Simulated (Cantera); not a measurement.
Input: 1 mol CuO, 0.76 mol CO, 2.6 mol H2, 2.9 mol C, held at 1802 °C and 13.3 mbar.

These are equilibrium values from Cantera (NASA tables, ideal gas, pure condensed phases), not measurements of a reactor. Candidate condensed phases: C, C6H6, C7H8, C8H18, Cu, CuO, Cu(OH)2, Cu2O, H2O; 113 gas species. The numbers say what is thermodynamically allowed, not how fast it happens.

Question: What is the equilibrium state?

Answer: 
| Quantity | Value |
|---|---|
| x(H2) | 0.473 |
| x(CO) | 0.326 |
| x(Cu) | 0.185 |
| x(H) | 0.0159 |
| x(C2H2 (acetylene)) | 0.000587 |
| x(Cu2) | 0.000285 |
| x(CH4) | 1.04e-6 |
| n(C(graphite)) | 1.89 mol |
| gas amount | 5.401 mol |
| log10 activity of Cu(l) (absent) | -0.53 |
